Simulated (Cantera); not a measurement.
What does this Cantera script print?

```python
import numpy as np
import cantera as ct

gas_names = """
    C CH CH2 CH3 CH2OH CH3O CH4 CH3OH CO CO2 COOH C2 C2H CHCO,ketyl C2H2,acetylene C2H2,vinylidene
    CH2CO,ketene C2H3,vinyl CH3CO,acetyl C2H4 C2H4O,ethylen CH3CHO,ethanal CH3COOH (HCOOH)2 C2H5 C2H6
    CH3OCH3 C2H5OH C2O C3 C3H3,propargyl C3H4,allene C3H4,propyne C3H4,cyclo- C3H5,allyl C3H6,propylene
    C3H6,cyclo- C3H6O C3H7,n-propyl C3H7,i-propyl C3H8 C3H8O,1propanol C3H8O,2propanol C3O2 C4 C4H2
    C4H4,1,3-cyclo- C4H6,butadiene C4H6,2-butyne C4H6,cyclo- C4H8,1-butene C4H8,cis2-buten
    C4H8,tr2-butene C4H8,isobutene C4H8,cyclo- (CH3COOH)2 C4H9,n-butyl C4H9,i-butyl C4H9,s-butyl
    C4H9,t-butyl C4H10,isobutane C4H10,n-butane C5 C5H6,1,3cyclo- C5H8,cyclo- C5H10,1-pentene
    C5H10,cyclo- C5H11,pentyl C5H11,t-pentyl C5H12,n-pentane C5H12,i-pentane CH3C(CH3)2CH3 C6H2
    C6H5,phenyl C6H5O,phenoxy C6H6 C6H5OH,phenol C6H10,cyclo- C6H12,1-hexene C6H12,cyclo- C6H13,n-hexyl
    C7H7,benzyl C7H8 C7H8O,cresol C7H14,1-heptene C7H15,n-heptyl C7H16,n-heptane C8H8,styrene
    C8H10,ethylbenz C8H16,1-octene C8H17,n-octyl C8H18,isooctane C8H18,n-octane C9H19,n-nonyl
    C10H8,naphthale C10H21,n-decyl C12H9,o-bipheny C12H10,bipheny H HCO HO2 H2 HCHO,formaldehy HCOOH H2O
    H2O2 K KH KO KOH K2 K2O2H2 O OH O2 O3
""".split()
cond_names = """
    C(gr) C6H6(L) C7H8(L) C8H18(L),n-octa H2O(s) H2O(L) K(cr) K(L) KOH(a) KOH(b) KOH(L) KO2(s) K2CO3(s)
    K2CO3(L) K2O(s) K2O2(s)
""".split()


def load(file, names, dense=False):
    # The tables refer to 1 bar. Condensed volumes are neglected.
    table = {s.name: s for s in ct.Species.list_from_file(file)}
    out = []
    for n in names:
        d = dict(table[n].input_data)
        d["thermo"] = dict(d["thermo"], **{"reference-pressure": 1e5})
        if dense:
            d["equation-of-state"] = {"model": "constant-volume", "density": "1e6 g/cm^3"}
        out.append(ct.Species.from_dict(d))
    return out


gas = ct.Solution(thermo="ideal-gas", species=load("nasa_gas.yaml", gas_names))
cond = {s.name: ct.Solution(thermo="fixed-stoichiometry", species=[s], name=s.name)
        for s in load("nasa_condensed.yaml", cond_names, dense=True)}
atoms = {
    'K2CO3': {'K': 2, 'C': 1, 'O': 3},
    'H2O': {'H': 2, 'O': 1},
    'O2': {'O': 2},
}
top_T = {'C(gr)': 4500, 'KO2(s)': 780, 'K2O(s)': 1000, 'K2O2(s)': 760}  # K; cautious upper limits of use, not melting points


def equilibrate(T, P, feed):
    n = {}
    for name, mol in feed.items():
        for a, k in atoms[name].items():
            n[a] = n.get(a, 0.0) + k * mol
    gas.TPX = T, P, n
    mass = sum(n.values()) * gas.mean_molecular_weight
    gas.equilibrate("TP")
    valid = [c for c in cond.values() if c.min_temp <= T <= top_T.get(c.name, c.max_temp)]
    mix = ct.Mixture([(gas, mass / gas.mean_molecular_weight)] + [(c, 0.0) for c in valid])
    mix.T, mix.P = T, P
    mix.equilibrate("TP", solver="vcs", rtol=1e-11, max_steps=5000)
    return mix


results = []
feed = {'K2CO3': 1, 'H2O': 1.3, 'O2': 0.12}  # mol
P = 43  # Pa
for T in [973, 1023, 1073, 1123, 1173, 1223, 1273, 1323, 1373, 1423, 1473, 1523]:
    mix = equilibrate(T, P, feed)
    results.append((T, P, feed, dict(zip(mix.species_names, mix.species_moles))))
    x = sorted(zip(gas.X, gas.species_names), reverse=True)
    print(f"T = {T:g} K  P = {P:g} Pa  gas = {mix.phase_moles(0):.4g} mol")
    print("   x: " + "  ".join(f"{s} {v:.3e}" for v, s in x if v > 1e-05))
    print("   condensed (mol): " + ("  ".join(f"{mix.phase(i).name} {mix.phase_moles(i):.4g}"
          for i in range(1, mix.n_phases) if mix.phase_moles(i) > 1e-12) or "none"))
```

Output:

```
T = 973 K  P = 43 Pa  gas = 1.469 mol
   x: H2O 8.684e-01  O2 8.170e-02  KOH 3.316e-02  CO2 1.668e-02  K2O2H2 1.032e-04
   condensed (mol): K2CO3(s) 0.9755
T = 1023 K  P = 43 Pa  gas = 1.559 mol
   x: H2O 7.890e-01  KOH 8.906e-02  O2 7.696e-02  CO2 4.477e-02  K2O2H2 2.307e-04  K 1.129e-05
   condensed (mol): K2CO3(s) 0.9302
T = 1073 K  P = 43 Pa  gas = 1.79 mol
   x: H2O 6.226e-01  KOH 2.062e-01  CO2 1.036e-01  O2 6.705e-02  K2O2H2 4.278e-04  K 8.958e-05
   condensed (mol): K2CO3(s) 0.8146
T = 1123 K  P = 43 Pa  gas = 2.346 mol
   x: KOH 3.931e-01  H2O 3.569e-01  CO2 1.975e-01  O2 5.130e-02  K 6.433e-04  K2O2H2 5.911e-04
   condensed (mol): K2CO3(s) 0.5367
T = 1173 K  P = 43 Pa  gas = 3.315 mol
   x: KOH 5.634e-01  CO2 2.844e-01  H2O 1.100e-01  O2 3.730e-02  K 4.409e-03  K2O2H2 5.016e-04
   condensed (mol): K2CO3(s) 0.05738
T = 1223 K  P = 43 Pa  gas = 3.448 mol
   x: KOH 5.686e-01  CO2 2.900e-01  H2O 9.252e-02  O2 3.755e-02  K 1.103e-02  K2O2H2 2.271e-04  OH 1.767e-05  KO 1.357e-05
   condensed (mol): none
T = 1273 K  P = 43 Pa  gas = 3.477 mol
   x: KOH 5.530e-01  CO2 2.876e-01  H2O 9.725e-02  O2 3.999e-02  K 2.195e-02  K2O2H2 1.018e-04  OH 3.450e-05  KO 2.606e-05
   condensed (mol): none
T = 1323 K  P = 43 Pa  gas = 3.525 mol
   x: KOH 5.276e-01  CO2 2.837e-01  H2O 1.049e-01  O2 4.393e-02  K 3.963e-02  OH 6.561e-05  K2O2H2 4.649e-05  KO 4.632e-05  CO 1.570e-05
   condensed (mol): none
T = 1373 K  P = 43 Pa  gas = 3.596 mol
   x: KOH 4.911e-01  CO2 2.781e-01  H2O 1.159e-01  K 6.505e-02  O2 4.961e-02  OH 1.219e-04  KO 7.623e-05  CO 3.674e-05  K2O2H2 2.126e-05
   condensed (mol): none
T = 1423 K  P = 43 Pa  gas = 3.691 mol
   x: KOH 4.438e-01  CO2 2.708e-01  H2O 1.301e-01  K 9.784e-02  O2 5.693e-02  OH 2.206e-04  KO 1.164e-04  CO 7.930e-05  H2 1.681e-05  O 1.549e-05
   condensed (mol): none
T = 1473 K  P = 43 Pa  gas = 3.81 mol
   x: KOH 3.884e-01  CO2 2.623e-01  H2O 1.467e-01  K 1.363e-01  O2 6.551e-02  OH 3.871e-04  KO 1.653e-04  CO 1.602e-04  H2 3.621e-05  O 3.445e-05
   condensed (mol): none
T = 1523 K  P = 43 Pa  gas = 3.948 mol
   x: KOH 3.286e-01  CO2 2.530e-01  K 1.777e-01  H2O 1.646e-01  O2 7.477e-02  OH 6.557e-04  CO 3.067e-04  KO 2.197e-04  H2 7.433e-05  O 7.274e-05
   condensed (mol): none
```

These are equilibrium values from Cantera (NASA tables, ideal gas, pure condensed phases), not measurements of a reactor.
